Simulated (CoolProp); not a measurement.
Vapour-liquid equilibrium of cyclohexane (1) + o-xylene (2) at 371.8 K; x and y are mole fractions of (1).

Values from CoolProp's multi-fluid Helmholtz-energy mixture model, Zhou 2014 and Zhou 2012; pair parameters Bell 2016.

Question: Give the bubble pressure and the first vapour's composition at x = 0.05, 0.2, 0.95. Is there an azeotrope?

Answer: x = 0.05: 0.03560 MPa, y = 0.320; x = 0.2: 0.06357 MPa, y = 0.670; x = 0.95: 0.1621 MPa, y = 0.987. No azeotrope shows between x = 0.05 and 0.95.

Pair parameters are fitted to limited data, so mixtures are less certain than the pure fluids.
